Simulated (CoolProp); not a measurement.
Values from CoolProp's reference Helmholtz-energy equation of state, de Reuck 1990.

Task: Give the vapour pressure (MPa), liquid density (kg/m³), vapour Z, surface tension (mN/m) of saturated fluorine at 92.6, 111.8, 118.3 K.

Result: 
```csv
T (K),p (MPa),liquid density (kg/m³),vapour Z,surface tension (mN/m)
92.6,0.223,1450,0.941,11.4
111.8,1.00,1290,0.840,6.50
118.3,1.48,1230,0.791,4.95
```

Surface tension comes from a separate correlation (Mulero 2012).
